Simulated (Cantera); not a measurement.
An adiabatic, constant-pressure homogeneous reactor starts with CH4 : C2H6 : O2 : N2 = 1 : 0.096 : 1.95 : 7.32 (molar parts), at 1500 K and 7500 Torr. Integrator tolerance rtol = 1e-08.

Detailed kinetics in Cantera: GRI-Mech 3.0 (53 species, 325 reactions).

Question: What does this change do: initial temperature 1500 to 1400 K?

Answer: 
| quantity | before | after |
|---|---|---|
| time of steepest temperature rise | 63.9 µs | 0.149 ms |
| temperature at 0.400 s | 2917 K | 2867 K |
| equilibrium temperature | 2917 K | 2867 K |
| x(CH4) at 0.400 s | <1e-12 (gas-phase equilibrium <1e-12) | <1e-12 (gas-phase equilibrium <1e-12) |
| x(C2H6) at 0.400 s | <1e-12 (gas-phase equilibrium <1e-12) | <1e-12 (gas-phase equilibrium <1e-12) |
| x(O2) at 0.400 s | 0.00403 (gas-phase equilibrium 0.00403) | 0.00318 (gas-phase equilibrium 0.00318) |
| x(OH) at 0.400 s | 0.0121 (gas-phase equilibrium 0.0121) | 0.0102 (gas-phase equilibrium 0.0102) |
| x(HCN) at 0.400 s | 2.85e-8 (gas-phase equilibrium 2.85e-8) | 2.54e-8 (gas-phase equilibrium 2.54e-8) |
| x(NO) at 0.400 s | 0.00548 (gas-phase equilibrium 0.00548) | 0.00458 (gas-phase equilibrium 0.00458) |

Question: What does this change do: initial temperature 1500 to 1623 K?

Answer: 
```tsv
quantity	before	after
time of steepest temperature rise	63.9 µs	24.3 µs
temperature at 0.400 s	2917 K	2975 K
equilibrium temperature	2917 K	2975 K
x(CH4) at 0.400 s	<1e-12 (gas-phase equilibrium <1e-12)	<1e-12 (gas-phase equilibrium <1e-12)
x(C2H6) at 0.400 s	<1e-12 (gas-phase equilibrium <1e-12)	<1e-12 (gas-phase equilibrium <1e-12)
x(O2) at 0.400 s	0.00403 (gas-phase equilibrium 0.00403)	0.00512 (gas-phase equilibrium 0.00512)
x(OH) at 0.400 s	0.0121 (gas-phase equilibrium 0.0121)	0.0144 (gas-phase equilibrium 0.0144)
x(HCN) at 0.400 s	2.85e-8 (gas-phase equilibrium 2.85e-8)	3.31e-8 (gas-phase equilibrium 3.31e-8)
x(NO) at 0.400 s	0.00548 (gas-phase equilibrium 0.00548)	0.00664 (gas-phase equilibrium 0.00664)
```
